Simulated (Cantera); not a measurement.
Input (Python, Cantera) and output of one run.

```python
import numpy as np
import cantera as ct

gas_names = [...]  # 113 gases of nasa_gas.yaml made of C, H, O, Ti
cond_names = """
    C(gr) C6H6(L) C7H8(L) C8H18(L),n-octa H2O(s) H2O(L) Ti(a) Ti(b) Ti(L) TiC(s) TiC(L) TiO(a) TiO(b)
    TiO(L) TiO2(ru) TiO2(L) Ti2O3(a) Ti2O3(b) Ti2O3(L) Ti3O5(a) Ti3O5(b) Ti3O5(L) Ti4O7(s) Ti4O7(L)
""".split()


# ... load() reads the species with a 1 bar reference pressure and builds the phases ...
atoms = {
    'Ti(OiPr)4': {'Ti': 1, 'C': 12, 'H': 28, 'O': 4},
    'O2': {'O': 2},
    'H2': {'H': 2},
}
top_T = {'C(gr)': 4500}  # K; cautious upper limits of use, not melting points


# ... equilibrate(T, P, feed) seeds the gas with the atoms and calls Mixture.equilibrate('TP', solver="vcs", rtol=1e-11, max_steps=5000) ...
results = []
feed = {'Ti(OiPr)4': 1, 'O2': 10, 'H2': 6.9}  # mol
T = 2200  # K
P = 1400  # Pa
mix = equilibrate(T, P, feed)
results.append((T, P, feed, dict(zip(mix.species_names, mix.species_moles))))
x = sorted(zip(gas.X, gas.species_names), reverse=True)
print(f"T = {T:g} K  P = {P:g} Pa  gas = {mix.phase_moles(0):.4g} mol")
print("   x: " + "  ".join(f"{s} {v:.3e}" for v, s in x if v > 1e-05))
print("   condensed (mol): " + ("  ".join(f"{mix.phase(i).name} {mix.phase_moles(i):.4g}"
      for i in range(1, mix.n_phases) if mix.phase_moles(i) > 1e-12) or "none"))
```

Result:

```
T = 2200 K  P = 1400 Pa  gas = 33.44 mol
   x: H2 3.503e-01  CO 3.148e-01  H2O 2.592e-01  CO2 4.410e-02  H 2.817e-02  OH 2.909e-03  TiO2 2.949e-04  O 1.631e-04  O2 5.089e-05
   condensed (mol): Ti4O7(L) 0.2475
```

These are equilibrium values from Cantera (NASA tables, ideal gas, pure condensed phases), not measurements of a reactor. The feed counts by its element totals alone. Condensed phases not in the tables: Magnéli phases beyond Ti4O7.
